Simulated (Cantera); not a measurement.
# Catalytic combustion on Pt

An isothermal plug-flow reactor at 700 K and 2250 Torr (inlet), inlet velocity 1.7 m/s, active area per volume 3900 1/m; feed CO : O₂ : N₂ : H₂O = 0.0071 : 0.013 : 0.79 : 0.0066 (molar parts).

Detailed kinetics in Cantera: Deutschmann's 1995 Pt surface mechanism with GRI-Mech 3.0 gas chemistry. Catalytic surfaces can have several steady states; this one follows from the mechanism file's or the stated starting coverage. Mass transfer to the wall is taken as infinitely fast.

| z (m) | x CO | x O₂ | x H₂O | x CO₂ | θ free Pt | θ O* | θ OH* | θ CO* |
|---|---|---|---|---|---|---|---|---|
| 0.00029 | 0.00852 | 0.0158 | 0.00808 | 0.000170 | 0.0303 | 0.00348 | 0.000312 | 0.966 |
| 0.00057 | 0.00836 | 0.0158 | 0.00808 | 0.000337 | 0.0306 | 0.00353 | 0.000316 | 0.966 |
| 0.0011 | 0.00803 | 0.0156 | 0.00808 | 0.000661 | 0.0312 | 0.00365 | 0.000325 | 0.965 |
| 0.0021 | 0.00740 | 0.0153 | 0.00809 | 0.00130 | 0.0327 | 0.00392 | 0.000344 | 0.963 |
| 0.0041 | 0.00594 | 0.0146 | 0.00809 | 0.00276 | 0.0368 | 0.00476 | 0.000403 | 0.958 |
| 0.0079 | 0.000571 | 0.0119 | 0.00811 | 0.00816 | 0.0261 | 0.967 | 0.00484 | 0.00159 |
| 0.015 | 0.000151 | 0.0117 | 0.00812 | 0.00858 | 0.0139 | 0.982 | 0.00356 | 0.000118 |
| 0.029 | 2.81e-5 | 0.0116 | 0.00812 | 0.00870 | 0.0127 | 0.984 | 0.00340 | 1.82e-5 |
x: gas mole fraction; θ: surface coverage.
